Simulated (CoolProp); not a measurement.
Propyne at 458.73 K and 2.63 MPa is throttled through a valve to 0.292 MPa with no heat exchange. Each further row changes one setting.

Computed with CoolProp (reference Helmholtz-energy equation of state, Polt 1992). This equation is an older, rougher fit.

| case | temperature change (K) | final density (kg/m³) |
|---|---|---|
| as stated | -15.9 | 3.22 |
| outlet pressure 0.0876 MPa | -17.3 | 0.960 |
| outlet pressure 0.38 MPa | -15.3 | 4.20 |
